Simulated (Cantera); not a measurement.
An isothermal, constant-pressure homogeneous reactor starts with NH3 : H2 = 1 : 0.44 (molar parts), at 2373 K and 12.8 Torr.

Model: the gas-phase N/H chemistry of the illustrative SiF4/NH3 mechanism in the Surface Chemkin manual (1991), integrated in Cantera. Walls and surfaces, which speed up NH3 decomposition in real reactors, are not modelled.

One state of this run: x NH3 = 0.000325; x H2 = 0.778; x N2 = 0.203; x H = 0.0187; x NH2 = 2.51e-5. x: mole fraction; the columns are a selection and need not sum to one.

Which value of t (s) does it belong to?
(A) 7.15e-5
(B) 0.00230
(C) 0.420
(D) 3.00e-5

C, 0.420
